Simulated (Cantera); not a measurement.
Input (Python, Cantera):

```python
import numpy as np
import cantera as ct

gas = ct.Solution("gri30.yaml")
gas.TPX = 1075, 2666, {'H2': 0.0071, 'O2': 1}
reactor = ct.IdealGasConstPressureReactor(gas, energy="off", clone=False)
net = ct.ReactorNet([reactor])
net.rtol, net.atol = 1e-08, 1e-18
show = ['H2', 'O2', 'HO2', 'H2O2', 'O', 'H2O', 'OH']
times = np.geomspace(0.0002, 90, 10)

steps = ct.SolutionArray(gas, extra=["t"])
rows = []
print(f"{'t/s':>10s}{'T/K':>9s}{'P/Pa':>11s}" + "".join(f"{s:>11s}" for s in show))
for t in times:
    while net.time < t:
        t_next = net.step()
        steps.append(gas.state, t=t_next)
    rows.append([np.interp(t, steps.t, y) for y in (steps.T, steps.P, *steps(*show).X.T)])
    print(f"{t:10.3e}{rows[-1][0]:9.1f}{rows[-1][1]:11.4g}" + "".join(f"{x:11.3e}" for x in rows[-1][2:]))
rate = np.gradient(steps.T, steps.t)
print("integrator steps:", len(steps.t))
if steps.T.max() > steps.T[0] + 200:
    print(f"time of steepest temperature rise: {steps.t[rate.argmax()]:.4e} s")
gas.TPX = 1075, 2666, {'H2': 0.0071, 'O2': 1}
gas.equilibrate("TP")
print(f"equilibrium (TP): T = {gas.T:.1f} K  " + "  ".join(f"{s} {gas[s].X[0]:.3e}" for s in show))
```

It prints:

```
       t/s      T/K       P/Pa         H2         O2        HO2       H2O2          O        H2O         OH
 2.000e-04   1075.0       2666  7.050e-03  9.930e-01  1.852e-10  6.289e-15  1.680e-10  4.147e-11  1.444e-10
 8.495e-04   1075.0       2666  7.050e-03  9.930e-01  8.060e-10  1.148e-13  1.896e-09  1.387e-09  1.260e-09
 3.608e-03   1075.0       2666  7.049e-03  9.929e-01  1.066e-08  3.348e-12  4.220e-07  4.686e-07  2.534e-07
 1.533e-02   1075.0       2666  7.897e-05  9.883e-01  2.582e-06  4.958e-08  4.336e-03  6.634e-03  4.251e-04
 6.510e-02   1075.0       2666  7.802e-06  9.913e-01  1.244e-06  2.599e-08  1.504e-03  6.948e-03  1.865e-04
 2.765e-01   1075.0       2666  9.526e-07  9.927e-01  4.035e-07  1.822e-08  1.943e-04  7.038e-03  6.707e-05
 1.174e+00   1075.0       2666  7.177e-08  9.929e-01  7.334e-08  6.193e-09  1.588e-05  7.065e-03  1.936e-05
 4.989e+00   1075.0       2666  6.336e-09  9.929e-01  1.031e-08  1.084e-09  1.509e-06  7.072e-03  6.003e-06
 2.119e+01   1075.0       2666  8.206e-10  9.929e-01  1.784e-09  1.801e-10  2.063e-07  7.074e-03  2.221e-06
 9.000e+01   1075.0       2666  1.451e-10  9.929e-01  7.388e-10  3.519e-11  3.759e-08  7.074e-03  9.471e-07
integrator steps: 1731
equilibrium (TP): T = 1075.0 K  H2 3.067e-11  O2 9.929e-01  HO2 9.797e-10  H2O2 7.928e-12  O 8.057e-09  H2O 7.075e-03  OH 4.379e-07
```

Detailed kinetics in Cantera: GRI-Mech 3.0 (53 species, 325 reactions). Radical loss at walls, strong at low pressure, is not modelled.
